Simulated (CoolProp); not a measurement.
Isobutane along the isobar 101 kPa: fugacity coefficient from the reference equation and from simpler models built on Tc = 134.7 °C, pc = 3629 kPa, ω = 0.184; each cubic takes its own stable root.

Model: reference Helmholtz-energy equation of state, Bücker 2006, in CoolProp.

```csv
T (°C),phase,reference,van der Waals,Soave-Redlich-Kwong
-23.85,liquid,0.5925,0.9743,0.5896
-10.25,gas,0.9613,0.9772,0.9659
3.25,gas,0.9672,0.9796,0.9703
16.85,gas,0.9719,0.9817,0.9740
30.45,gas,0.9758,0.9835,0.9771
44.05,gas,0.9789,0.9851,0.9798
57.55,gas,0.9816,0.9864,0.9821
71.15,gas,0.9838,0.9877,0.9841
```

At some of these states van der Waals gives the other phase, because its saturation line lies elsewhere.
